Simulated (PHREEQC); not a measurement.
## Brine: speciation

A solution holds 2.3 mol/kgw LiCl, 0.035 mol/kgw K2SO4 and 0.29 mol/kgw MgCl2, at 25 °C. Closed to the air; pH follows from the charge balance.

Model: Pitzer model, pitzer.dat, run in PHREEQC.

No solid was allowed to form.

Problem. Estimate the activity of water, osmotic coefficient, density.

Solution. activity of water 0.881; osmotic coefficient 1.259; density 1.072 g/cm³.
